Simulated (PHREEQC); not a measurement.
Consider water at 20 °C with 0.039 mol Fe2(SO4)3 and 0.02 mol Ca(OH)2 per kg of water. Closed to the air; pH follows from the charge balance.

Model: ion-association model, phreeqc.dat, run in PHREEQC.

### Question
The ionic strength comes out as 0.299 mol/kgw. What activity coefficients do FeOH+2, Fe(SO4)2-, Fe+3, FeSO4+, Fe2(OH)2+4 get?

### Answer
FeOH+2 0.26, Fe(SO4)2- 0.74, Fe+3 0.11, FeSO4+ 0.71, Fe2(OH)2+4 0.0073.

This is a speciation only: nothing precipitates in the calculation. The solution is supersaturated, for example in Fe(OH)3(a), Gypsum, so a real one may precipitate; this is no full list. Complexes and solids missing from the database can't appear.
